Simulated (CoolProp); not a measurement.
Vapour-liquid equilibrium of ethylene (1) + ethane (2) at 0.341 MPa; x and y are mole fractions of (1).

The numbers come from the multi-fluid Helmholtz-energy mixture model, Smukala 2000 and Bücker 2006; pair parameters Bell 2016 in CoolProp.

```csv
x,"bubble temperature, mixture model (K)","bubble temperature, Raoult's law (K)","y, mixture model","y, Raoult's law"
0.05,209.0,209.3,0.102,0.096
0.125,207.0,207.6,0.230,0.225
0.2,205.3,205.9,0.339,0.338
0.275,203.8,204.4,0.432,0.438
0.35,202.4,203.0,0.515,0.527
0.425,201.1,201.6,0.589,0.606
0.5,199.9,200.3,0.657,0.677
0.575,198.8,199.1,0.720,0.740
0.65,197.7,197.9,0.778,0.797
0.725,196.7,196.8,0.832,0.849
0.8,195.7,195.8,0.883,0.895
0.875,194.7,194.8,0.930,0.938
0.95,193.8,193.8,0.973,0.976
```

The largest gap from Raoult's law is -0.6 K in bubble temperature, at x = 0.275. No azeotrope shows between x = 0.05 and 0.95.

Pair parameters are fitted to limited data, so mixtures are less certain than the pure fluids.
